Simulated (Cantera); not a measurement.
What does this Cantera script print?

```python
import numpy as np
import cantera as ct

gas = ct.Solution("gri30.yaml", transport_model="multicomponent")
show = ['O', 'NH3', 'OH']

rows = []
print(f"{'T/K':>7s}{'rho':>11s}{'cp':>10s}{'mu':>11s}{'lambda':>11s}{'Pr':>7s}" + "".join(f"{'D_' + s:>11s}" for s in show))
for T in [400, 600, 800, 1000, 1200, 1400, 1600]:
    gas.TPX = T, 110000, {'CH3OH': 0.3, 'H2O': 0.23, 'NH3': 0.53, 'CO': 0.68}
    Pr = gas.cp_mass * gas.viscosity / gas.thermal_conductivity
    D = [gas.mix_diff_coeffs_mole[gas.species_index(s)] for s in show]
    rows.append([gas.density, gas.cp_mass, gas.viscosity, gas.thermal_conductivity, Pr, *D])
    print(f"{T:7g}{gas.density:11.4e}{gas.cp_mass:10.1f}{gas.viscosity:11.4e}"
          f"{gas.thermal_conductivity:11.4e}{Pr:7.3f}" + "".join(f"{d:11.4e}" for d in D))
print("SI units: kg/m3, J/kg/K, Pa s, W/m/K, m2/s")
```

Result:

```
    T/K        rho        cp         mu     lambda     Pr        D_O      D_NH3       D_OH
    400 7.9511e-01    1524.3 1.6741e-05 3.6677e-02  0.696 4.9528e-05 3.1016e-05 4.8641e-05
    600 5.3008e-01    1751.5 2.3954e-05 6.0096e-02  0.698 1.0115e-04 6.7512e-05 9.9337e-05
    800 3.9756e-01    1953.2 3.0507e-05 8.4902e-02  0.702 1.6585e-04 1.1503e-04 1.6288e-04
   1000 3.1805e-01    2125.5 3.6503e-05 1.1009e-01  0.705 2.4219e-04 1.7214e-04 2.3785e-04
   1200 2.6504e-01    2265.4 4.2048e-05 1.3481e-01  0.707 3.2922e-04 2.3786e-04 3.2331e-04
   1400 2.2718e-01    2380.6 4.7226e-05 1.5883e-01  0.708 4.2622e-04 3.1152e-04 4.1857e-04
   1600 1.9878e-01    2474.8 5.2099e-05 1.8197e-01  0.709 5.3267e-04 3.9258e-04 5.2311e-04
SI units: kg/m3, J/kg/K, Pa s, W/m/K, m2/s
```

Cantera simulation using GRI-Mech 3.0 (53 species, 325 reactions); the numbers are that mechanism's predictions, not measurements. Polar gases are described roughly by these parameters. The composition is frozen, though it would react at the higher temperatures.
